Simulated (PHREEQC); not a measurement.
A solution holds 0.13 mol/kgw Na2SO4, 0.13 mol/kgw NaCl and 0.033 mol/kgw HCl, at 25 °C. Closed to the air; pH follows from the charge balance.

Computed with PHREEQC (ion-association model, wateq4f.dat).

**Question.** The ionic strength comes out as 0.449 mol/kgw. What activity coefficients do NaSO4-, H+, Cl-, Na+, SO4-2 get?

**Answer.** NaSO4- 0.70, H+ 0.77, Cl- 0.65, Na+ 0.71, SO4-2 0.21.

Precipitation was switched off in this run. Complexes and solids missing from the database can't appear.
